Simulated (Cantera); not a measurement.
Feed: 1 mol Al, 3.8 mol HCl, at 0.100 bar.

Method: chemical equilibrium by Gibbs-energy minimisation in Cantera with the NASA 1993 tables (ideal gas, pure condensed phases). Candidate condensed phases: Al, AlCl3; 12 gas species. Equilibrium is a limit: real reactors are often held back by kinetics, nucleation or transport.

### Question
At 550 K, list the 4 most abundant gas species with their mole fractions, and the condensed phases.

### Answer
H2 0.533, HCl 0.284, Al2Cl6 0.172, AlCl3 0.0116. Condensed: gas only.
